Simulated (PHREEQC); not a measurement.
0.13 g of hydrous ferric oxide (600 m²/g; 0.2 weak and 0.005 strong sites per Fe, Dzombak-Morel constants, diffuse double layer) in 1 kg of water with 0.1 mol/kgw of an inert sodium salt and 1.1e-05 mol/kgw CuSO4, at 25 °C; the pH is set by adding NaOH or the inert anion's acid. Oxygen is held at 0.21 atm. The system is closed to CO2. Precipitation was switched off in this run.

Model: ion-association model, wateq4f.dat, run in PHREEQC.

Task: Predict S sorbed (%), surface charge σ (C/m²), surface potential ψ (mV) at pH = 6.33, 7.

Result: 
| pH | S sorbed (%) | surface charge σ (C/m²) | surface potential ψ (mV) |
|---|---|---|---|
| 6.33 | 20.7 | 0.087 | 82 |
| 7 | 3.2 | 0.048 | 55 |

The database's constant for dissolved Cu(OH)2 is higher than later reviews accept. The oxide is taken as insoluble; below pH 4 it would dissolve.
